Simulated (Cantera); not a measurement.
**Silicon epitaxy and polysilicon growth: Si3H8 + H2**

Charge: 1 mol Si3H8, 9.7 mol H2, held at 1300 Pa.

Equilibrium computed with Cantera from the NASA thermochemical tables; the gas is ideal and each condensed phase is pure. Candidate condensed phases: Si; 9 gas species. The feed counts by its element totals alone. Gases not in the tables: Si2H6 and higher silanes. Kinetics and transport are ignored.

| T (K) | log p H2 | log p H | log p Si | log p SiH2 | n Si(s) | n Si(l) |
|---|---|---|---|---|---|---|
| 923 | -1.89 | -10.55 | <-13 | -12.97 | 3.00 | 0 |
| 1023 | -1.89 | -9.33 | <-13 | -11.63 | 3.00 | 0 |
| 1123 | -1.89 | -8.31 | -13.19 | -10.53 | 3.00 | 0 |
| 1223 | -1.89 | -7.46 | -11.49 | -9.61 | 3.00 | 0 |
| 1323 | -1.89 | -6.74 | -10.05 | -8.83 | 3.00 | 0 |
| 1423 | -1.89 | -6.12 | -8.82 | -8.16 | 3.00 | 0 |
| 1523 | -1.89 | -5.58 | -7.74 | -7.58 | 3.00 | 0 |
| 1623 | -1.89 | -5.10 | -6.81 | -7.08 | 3.00 | 0 |
| 1723 | -1.89 | -4.68 | -6.01 | -6.66 | 0 | 3.00 |
log p: log10 of the partial pressure in bar; n: condensed amount in mol.

From 923 K to 1623 K the condensed part is Si(s). At 1723 K the condensed part is Si(l).
